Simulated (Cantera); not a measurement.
Cantera run, input and output.

```python
import numpy as np
import cantera as ct

gas = ct.Solution("h2o2.yaml")
gas.TPX = 975, 100000, {'H2': 1, 'O2': 0.562, 'N2': 4.2}
reactor = ct.IdealGasReactor(gas, energy="on", clone=False)
net = ct.ReactorNet([reactor])
net.rtol, net.atol = 1e-08, 1e-16
show = ['H2', 'O2', 'H2O2', 'O', 'H2O', 'OH', 'H']
times = np.geomspace(2e-06, 0.5, 11)

steps = ct.SolutionArray(gas, extra=["t"])
rows = []
print(f"{'t/s':>10s}{'T/K':>9s}{'P/Pa':>11s}" + "".join(f"{s:>11s}" for s in show))
for t in times:
    while net.time < t:
        t_next = net.step()
        steps.append(gas.state, t=t_next)
    rows.append([np.interp(t, steps.t, y) for y in (steps.T, steps.P, *steps(*show).X.T)])
    print(f"{t:10.3e}{rows[-1][0]:9.1f}{rows[-1][1]:11.4g}" + "".join(f"{x:11.3e}" for x in rows[-1][2:]))
rate = np.gradient(steps.T, steps.t)
print("integrator steps:", len(steps.t))
if steps.T.max() > steps.T[0] + 200:
    print(f"time of steepest temperature rise: {steps.t[rate.argmax()]:.4e} s")
gas.TPX = 975, 100000, {'H2': 1, 'O2': 0.562, 'N2': 4.2}
gas.equilibrate("UV")
print(f"equilibrium (UV): T = {gas.T:.1f} K  " + "  ".join(f"{s} {gas[s].X[0]:.3e}" for s in show))
```

Output:

```
       t/s      T/K       P/Pa         H2         O2       H2O2          O        H2O         OH          H
 2.000e-06    975.0      1e+05  1.736e-01  9.754e-02  1.254e-15  4.324e-13  4.544e-13  2.172e-13  1.131e-11
 6.931e-06    975.0      1e+05  1.736e-01  9.754e-02  1.675e-14  3.032e-12  8.457e-12  1.073e-12  3.718e-11
 2.402e-05    975.0      1e+05  1.736e-01  9.754e-02  2.707e-13  1.490e-11  1.321e-10  4.676e-12  1.362e-10
 8.326e-05    975.0      1e+05  1.736e-01  9.754e-02  6.863e-12  8.125e-11  2.196e-09  2.479e-11  6.876e-10
 2.885e-04    975.0      1e+05  1.736e-01  9.754e-02  4.929e-10  1.510e-09  8.622e-08  4.583e-10  1.256e-08
 1.000e-03   2254.0  2.149e+05  1.549e-02  1.644e-02  2.776e-07  3.665e-03  1.619e-01  1.137e-02  7.183e-03
 3.466e-03   2452.0  2.309e+05  5.031e-03  1.238e-02  1.933e-07  8.386e-04  1.802e-01  6.676e-03  9.534e-04
 1.201e-02   2452.0  2.309e+05  5.031e-03  1.238e-02  1.933e-07  8.386e-04  1.802e-01  6.676e-03  9.534e-04
 4.163e-02   2452.0  2.309e+05  5.031e-03  1.238e-02  1.933e-07  8.386e-04  1.802e-01  6.676e-03  9.534e-04
 1.443e-01   2452.0  2.309e+05  5.031e-03  1.238e-02  1.933e-07  8.386e-04  1.802e-01  6.676e-03  9.534e-04
 5.000e-01   2452.0  2.309e+05  5.031e-03  1.238e-02  1.933e-07  8.386e-04  1.802e-01  6.676e-03  9.534e-04
integrator steps: 1288
time of steepest temperature rise: 9.3952e-04 s
equilibrium (UV): T = 2452.0 K  H2 5.031e-03  O2 1.238e-02  H2O2 1.933e-07  O 8.386e-04  H2O 1.802e-01  OH 6.676e-03  H 9.534e-04
```

Model: the H2/O2 subset of GRI-Mech 3.0, which has no nitrogen chemistry, integrated in Cantera.
